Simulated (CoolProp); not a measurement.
Vapour pressure (kPa) of propylene glycol: the reference equation beside estimates from Tc = 674.0 K, pc = 7292 kPa, ω = 0.327.

Computed with CoolProp (reference Helmholtz-energy equation of state, Eisenbach 2021).

| T (K) | reference | Lee-Kesler | van der Waals | Soave-Redlich-Kwong | Peng-Robinson |
|---|---|---|---|---|---|
| 536.3 | 696.8 | 1189 | 2726 | 1194 | 1179 |
| 547.2 | 875.8 | 1419 | … | 1427 | … |
| 558 | 1088 | 1677 | 3269 | 1690 | 1667 |
| 568.8 | 1339 | 1969 | 3563 | 1988 | 1961 |
| 579.7 | … | 2301 | 3876 | 2327 | … |
| 590.5 | … | 2669 | 4201 | 2702 | 2668 |
| 601.3 | 2385 | 3080 | 4544 | 3121 | 3084 |
| 612.1 | 2850 | 3537 | … | 3586 | 3547 |

Task: Fill in the missing entries.

Result: 
- 547.2, van der Waals: 2991
- 547.2, Peng-Robinson: 1408
- 579.7, reference: 1637
- 579.7, Peng-Robinson: 2296
- 590.5, reference: 1982
- 612.1, van der Waals: 4903

Absolute difference from the reference over all 8 rows, mean and median: Lee-Kesler 45.3 and 43.8 %, van der Waals 163.8 and 151.4 %, Soave-Redlich-Kwong 46.7 and 45.3 %, Peng-Robinson 44.8 and 43.4 %.
